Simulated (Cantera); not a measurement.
An adiabatic, constant-volume homogeneous reactor starts with H2 : O2 : N2 = 1 : 1.61 : 6.06 (molar parts), equivalence ratio 0.31, at 1723 K and 4.10 bar. Integrator tolerance rtol = 1e-08.

Computed with Cantera and the H2/O2 subset of GRI-Mech 3.0, which has no nitrogen chemistry. The hydrogen kinetics of GRI-Mech 3.0 are dated; newer H2 mechanisms differ, most at raised pressure.

What does this change do: initial temperature 1723 to 1050 K?


```csv
quantity,before,after
time of steepest temperature rise,2.20 µs,3.55 ms
temperature at 3.00 s,2603 K,2089 K
equilibrium temperature,2603 K,2089 K
x(H2) at 3.00 s,0.00126 (gas-phase equilibrium 0.00126),6.59e-5 (gas-phase equilibrium 6.59e-5)
x(O2) at 3.00 s,0.131 (gas-phase equilibrium 0.131),0.135 (gas-phase equilibrium 0.135)
x(H2O) at 3.00 s,0.114 (gas-phase equilibrium 0.114),0.121 (gas-phase equilibrium 0.121)
x(OH) at 3.00 s,0.0120 (gas-phase equilibrium 0.0120),0.00185 (gas-phase equilibrium 0.00185)
x(O) at 3.00 s,0.00355 (gas-phase equilibrium 0.00355),0.000172 (gas-phase equilibrium 0.000172)
x(H2O2) at 3.00 s,8.73e-7 (gas-phase equilibrium 8.73e-7),3.05e-7 (gas-phase equilibrium 3.05e-7)
x(H) at 3.00 s,0.000573 (gas-phase equilibrium 0.000573),8.59e-6 (gas-phase equilibrium 8.59e-6)
```

What does this change do: constant pressure in place of constant volume?


```
quantity                                                              before                                      after
---------------------------------  -----------------------------------------  -----------------------------------------
time of steepest temperature rise                                    2.20 µs                                    2.20 µs
temperature at 3.00 s                                                 2603 K                                     2464 K
equilibrium temperature                                               2603 K                                     2464 K
x(H2) at 3.00 s                      0.00126 (gas-phase equilibrium 0.00126)  0.000793 (gas-phase equilibrium 0.000793)
x(O2) at 3.00 s                          0.131 (gas-phase equilibrium 0.131)        0.133 (gas-phase equilibrium 0.133)
x(H2O) at 3.00 s                         0.114 (gas-phase equilibrium 0.114)        0.117 (gas-phase equilibrium 0.117)
x(OH) at 3.00 s                        0.0120 (gas-phase equilibrium 0.0120)    0.00874 (gas-phase equilibrium 0.00874)
x(O) at 3.00 s                       0.00355 (gas-phase equilibrium 0.00355)    0.00219 (gas-phase equilibrium 0.00219)
x(H2O2) at 3.00 s                    8.73e-7 (gas-phase equilibrium 8.73e-7)    5.60e-7 (gas-phase equilibrium 5.60e-7)
x(H) at 3.00 s                     0.000573 (gas-phase equilibrium 0.000573)  0.000300 (gas-phase equilibrium 0.000300)
```
